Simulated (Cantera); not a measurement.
Low-pressure radical oxidation in H2/O2

An isothermal, constant-pressure homogeneous reactor starts with H2 : O2 : N2 = 0.011 : 1 : 0.24 (molar parts), at 1275 K and 0.0132 atm.

Detailed kinetics in Cantera: the H2/O2 subset of GRI-Mech 3.0, which has no nitrogen chemistry. Radical loss at walls, strong at low pressure, is not modelled.

```json
[
 {"t (s)": "2.00e-5", "x H2": "0.00879", "x O2": "0.799", "x O": "1.09e-10", "x H2O2": "<1e-12", "x H": "3.83e-10", "x OH": "1.08e-10", "x HO2": "4.90e-10"},
 {"t (s)": "8.60e-5", "x H2": "0.00879", "x O2": "0.799", "x O": "1.30e-9", "x H2O2": "<1e-12", "x H": "9.28e-10", "x OH": "1.25e-9", "x HO2": "2.11e-9"},
 {"t (s)": "0.000369", "x H2": "0.00879", "x O2": "0.799", "x O": "1.13e-8", "x H2O2": "2.16e-12", "x H": "2.21e-9", "x OH": "9.77e-9", "x HO2": "9.07e-9"},
 {"t (s)": "0.00159", "x H2": "0.00879", "x O2": "0.799", "x O": "2.79e-7", "x H2O2": "3.72e-11", "x H": "3.19e-8", "x OH": "2.12e-7", "x HO2": "3.93e-8"},
 {"t (s)": "0.00682", "x H2": "0.00354", "x O2": "0.795", "x O": "0.00367", "x H2O2": "4.80e-8", "x H": "0.000456", "x OH": "0.00174", "x HO2": "9.58e-7"},
 {"t (s)": "0.0293", "x H2": "3.71e-5", "x O2": "0.792", "x O": "0.00711", "x H2O2": "1.35e-8", "x H": "0.000317", "x OH": "0.000833", "x HO2": "5.73e-7"},
 {"t (s)": "0.126", "x H2": "2.75e-5", "x O2": "0.793", "x O": "0.00520", "x H2O2": "1.28e-8", "x H": "0.000200", "x OH": "0.000718", "x HO2": "4.97e-7"},
 {"t (s)": "0.541", "x H2": "1.05e-5", "x O2": "0.797", "x O": "0.00194", "x H2O2": "9.87e-9", "x H": "4.60e-5", "x OH": "0.000445", "x HO2": "3.02e-7"},
 {"t (s)": "2.33", "x H2": "1.50e-6", "x O2": "0.798", "x O": "0.000274", "x H2O2": "4.08e-9", "x H": "2.46e-6", "x OH": "0.000169", "x HO2": "9.14e-8"},
 {"t (s)": "10.0", "x H2": "1.38e-7", "x O2": "0.798", "x O": "2.52e-5", "x H2O2": "7.71e-10", "x H": "6.89e-8", "x OH": "5.14e-5", "x HO2": "1.60e-8"}
]
```
x: mole fraction; the columns are a selection and need not sum to one.

Equilibrium at this temperature and pressure: H2 4.75e-9, O2 0.798, O 8.70e-7, H2O2 4.11e-11, H 4.43e-10, OH 9.57e-6, HO2 8.08e-9 (gas phase only).
